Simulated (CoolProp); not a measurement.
Vapour-liquid equilibrium of R125 (1) + R1234yf (2) at -55.95 °C; x and y are mole fractions of (1).

Values from CoolProp's multi-fluid Helmholtz-energy mixture model, Lemmon 2005 and Lemmon 2022; pair parameters Bell 2023.

```csv
x,bubble pressure (kPa),y at the bubble point,dew pressure at overall composition x (kPa),liquid density (mol/L)
0.05,___,0.118,27.57,11.75
0.2,35.07,0.386,30.49,___
0.35,41.23,0.573,___,12.05
0.5,___,0.712,38.60,12.21
0.65,53.45,0.820,44.43,12.38
0.8,59.56,0.907,___,12.57
0.95,65.70,0.979,63.11,12.77
```

Task: What belongs in the gaps?

Result: 
- 0.05, bubble pressure (kPa): 28.83
- 0.2, liquid density (mol/L): 11.89
- 0.35, dew pressure at overall composition x (kPa): 34.08
- 0.5, bubble pressure (kPa): 47.35
- 0.8, dew pressure at overall composition x (kPa): 52.22

No azeotrope shows between x = 0.05 and 0.95.

Pair parameters are fitted to limited data, so mixtures are less certain than the pure fluids.
